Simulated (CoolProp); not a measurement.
Vapour pressure (bar) of n-dodecane: the reference equation beside estimates from Tc = 385.0 °C, pc = 18.18 bar, ω = 0.574. Clausius-Clapeyron is anchored at 269.15 °C with a constant enthalpy of vaporisation of 37.33 kJ/mol.

Model: reference Helmholtz-energy equation of state, Lemmon 2004, in CoolProp. It is a short technical equation, of lower accuracy than the large ones.

```
T (°C)  reference  Clausius-Clapeyron  Redlich-Kwong
------  ---------  ------------------  -------------
205.35     0.7753               1.022          2.172
218.05      1.056               1.302          2.671
230.85      1.415               1.642          3.250
243.55      1.860               2.044          3.906
256.35      2.411               2.522          4.655
269.15      3.081               3.081          5.497
281.85      3.880               3.724          6.430
294.65      4.839               4.469          7.474
307.35      5.963               5.313          8.616
320.15      7.290               6.278          9.880
332.95      8.839               7.366          11.26
345.65      10.62               8.575          12.75
```

Absolute difference from the reference over all 12 rows, mean and median: Clausius-Clapeyron 13.2 and 12.4 %, Redlich-Kwong 82.7 and 72.1 %.
